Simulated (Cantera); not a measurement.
A closed system holds: 1 mol trisilylamine, 9.5 mol NH3, 0.38 mol H2, held at 1.65 Torr.

Equilibrium computed with Cantera from the NASA thermochemical tables; the gas is ideal and each condensed phase is pure. Candidate condensed phases: Si, Si3N4; 18 gas species. The feed counts by its element totals alone. The tables' values for SiN are old estimates; treat these amounts as uncertain. Gases not in the tables: Si2H6 and higher silanes. Rates play no part. All values below are at 1975 K.

Base state: H2 0.750, N2 0.209, H 0.0253, Si 0.0147, SiH 0.000430, Si2 0.000143, Si2N 0.000117, SiN 8.72e-5 (mole fractions); condensed: Si(l).

Q: What changes in the equilibrium state with this change: trisilylamine replaced by Si2Cl6?

A: 
```csv
species,before,after
H2,0.750,0.562
N2,0.209,0.206
HCl,0,0.122
SiCl2,0,0.0653
H,0.0253,0.0219
Si,0.0147,0.0147
SiCl,0,0.00376
Cl,0,0.00355
SiCl3,0,0.000125
"Si(l), mol",2.60,0.0405
```
The tables' values for SiCl, SiCl3, SiN are old estimates; treat these amounts as uncertain. Further candidate phases: NH4Cl.
